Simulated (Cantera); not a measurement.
A Cantera script and what it prints.

```python
import numpy as np
import cantera as ct

gas_names = """
    CL CLO CL2 H HCL HOCL HO2 H2 H2O H2O2 K KCL KH KO KOH K2 K2CL2 K2O2H2 O OH O2 O3
""".split()
cond_names = """
    H2O(s) H2O(L) K(cr) K(L) KCL(s) KCL(L) KOH(a) KOH(b) KOH(L) KO2(s) K2O(s) K2O2(s)
""".split()


def load(file, names, dense=False):
    # The tables refer to 1 bar. Condensed volumes are neglected.
    table = {s.name: s for s in ct.Species.list_from_file(file)}
    out = []
    for n in names:
        d = dict(table[n].input_data)
        d["thermo"] = dict(d["thermo"], **{"reference-pressure": 1e5})
        if dense:
            d["equation-of-state"] = {"model": "constant-volume", "density": "1e6 g/cm^3"}
        out.append(ct.Species.from_dict(d))
    return out


gas = ct.Solution(thermo="ideal-gas", species=load("nasa_gas.yaml", gas_names))
cond = {s.name: ct.Solution(thermo="fixed-stoichiometry", species=[s], name=s.name)
        for s in load("nasa_condensed.yaml", cond_names, dense=True)}
atoms = {
    'KCl': {'K': 1, 'CL': 1},
    'H2O': {'H': 2, 'O': 1},
    'H2': {'H': 2},
}
top_T = {'KO2(s)': 780, 'K2O(s)': 1000, 'K2O2(s)': 760}  # K; cautious upper limits of use, not melting points


def equilibrate(T, P, feed):
    n = {}
    for name, mol in feed.items():
        for a, k in atoms[name].items():
            n[a] = n.get(a, 0.0) + k * mol
    gas.TPX = T, P, n
    mass = sum(n.values()) * gas.mean_molecular_weight
    gas.equilibrate("TP")
    valid = [c for c in cond.values() if c.min_temp <= T <= top_T.get(c.name, c.max_temp)]
    mix = ct.Mixture([(gas, mass / gas.mean_molecular_weight)] + [(c, 0.0) for c in valid])
    mix.T, mix.P = T, P
    mix.equilibrate("TP", solver="vcs", rtol=1e-11, max_steps=5000)
    return mix


results = []
feed = {'KCl': 1, 'H2O': 1.4, 'H2': 13}  # mol
P = 13332.2  # Pa
for T in [1375, 1425, 1475, 1525, 1575, 1625, 1675, 1725, 1775, 1825]:
    mix = equilibrate(T, P, feed)
    results.append((T, P, feed, dict(zip(mix.species_names, mix.species_moles))))

top = {s: max(r[3][s] / sum(r[3][g] for g in gas_names) for r in results) for s in gas_names}
cols = sorted((s for s in top if top[s] > 1e-05), key=lambda s: -top[s])[:8]
seen = [c for c in cond_names if any(r[3].get(c, 0) > 1e-12 for r in results)]
print("log10 of partial pressures in bar; condensed amounts in mol")
print(f"{'T/K':>10s}" + "".join(f"{s[:9]:>10s}" for s in cols + seen))
for T, P, feed, n in results:
    ng = sum(n[g] for g in gas_names)
    print(f"{T:10.4g}" + "".join(f"{np.log10(max(n[s] / ng * P / 1e5, 1e-99)):10.3f}" for s in cols)
          + "".join(f"{n.get(c, 0):10.4g}" for c in seen))
```

Output:

```
log10 of partial pressures in bar; condensed amounts in mol
       T/K        H2       H2O       KCL       HCL         K     K2CL2         H       KOH
      1375    -0.947    -1.916    -2.114    -4.162    -4.279    -3.331    -5.939    -4.792
      1425    -0.948    -1.916    -2.097    -4.024    -4.120    -3.536    -5.640    -4.727
      1475    -0.948    -1.917    -2.087    -3.897    -3.977    -3.741    -5.361    -4.672
      1525    -0.949    -1.917    -2.083    -3.779    -3.846    -3.941    -5.100    -4.623
      1575    -0.949    -1.918    -2.081    -3.669    -3.726    -4.133    -4.856    -4.578
      1625    -0.949    -1.918    -2.082    -3.566    -3.615    -4.317    -4.626    -4.538
      1675    -0.950    -1.918    -2.084    -3.469    -3.512    -4.493    -4.410    -4.502
      1725    -0.950    -1.918    -2.087    -3.379    -3.416    -4.661    -4.206    -4.468
      1775    -0.951    -1.919    -2.091    -3.294    -3.326    -4.822    -4.014    -4.437
      1825    -0.951    -1.919    -2.097    -3.214    -3.242    -4.976    -3.832    -4.409
```

These are equilibrium values from Cantera (NASA tables, ideal gas, pure condensed phases), not measurements of a reactor.
